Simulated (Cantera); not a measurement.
Charge: 1 mol MgO, a varied amount of H2S, 4.1 mol O2, held at 1400 °C and 18.0 bar.

These are equilibrium values from Cantera (NASA tables, ideal gas, pure condensed phases), not measurements of a reactor. Candidate condensed phases: H2O, H2SO4, Mg, MgO, Mg(OH)2, MgS, MgSO4, S; 26 gas species. Kinetics and transport are ignored.

**Question.** At 0.24 mol H2S, list the 5 most abundant gas species with their mole fractions, and the condensed phases.

**Answer.** O2 0.886, H2O 0.0569, SO2 0.0534, SO3 0.00362, OH 0.000159. Condensed: MgO(s).
